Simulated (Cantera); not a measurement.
Source: NASA polynomial tables (part measured, part estimated), evaluated in Cantera. Values are per mole of reaction as written; species without (g) are pure solids or liquids, kept so even where they would boil at 1 bar.

O₃(g) + 3 Sr(OH)₂ ⇌ 3 SrO + 6 OH(g), with ΔH° = 1225.0 kJ and ΔS° = 739.1 J/K at 300 K.

Q: How far is the shortcut ΔG° ≈ ΔH°(300 K) − T·ΔS°(300 K) from the full temperature-dependent value at 1073, 1173, 1273, 1373, 1473, 1573, 1673 K?

A: 
```json
[
 {"T (K)": "1073", "shortcut (kJ)": "431.9", "full (kJ)": "471.0", "difference (kJ)": "-39.1", "difference in log10 K": "1.90", "condensed phases": "Sr(OH)₂(l), SrO(s)"},
 {"T (K)": "1173", "shortcut (kJ)": "357.9", "full (kJ)": "414.0", "difference (kJ)": "-56.1", "difference in log10 K": "2.50", "condensed phases": "Sr(OH)₂(l), SrO(s)"},
 {"T (K)": "1273", "shortcut (kJ)": "284.0", "full (kJ)": "358.5", "difference (kJ)": "-74.4", "difference in log10 K": "3.05", "condensed phases": "Sr(OH)₂(l), SrO(s)"},
 {"T (K)": "1373", "shortcut (kJ)": "210.1", "full (kJ)": "304.2", "difference (kJ)": "-94.1", "difference in log10 K": "3.58", "condensed phases": "Sr(OH)₂(l), SrO(s)"},
 {"T (K)": "1473", "shortcut (kJ)": "136.2", "full (kJ)": "251.1", "difference (kJ)": "-114.9", "difference in log10 K": "4.07", "condensed phases": "Sr(OH)₂(l), SrO(s)"},
 {"T (K)": "1573", "shortcut (kJ)": "62.3", "full (kJ)": "199.0", "difference (kJ)": "-136.7", "difference in log10 K": "4.54", "condensed phases": "Sr(OH)₂(l), SrO(s)"},
 {"T (K)": "1673", "shortcut (kJ)": "-11.6", "full (kJ)": "148.0", "difference (kJ)": "-159.6", "difference in log10 K": "4.98", "condensed phases": "Sr(OH)₂(l), SrO(s)"}
]
```
The shortcut ignores heat capacities and the phase changes listed.
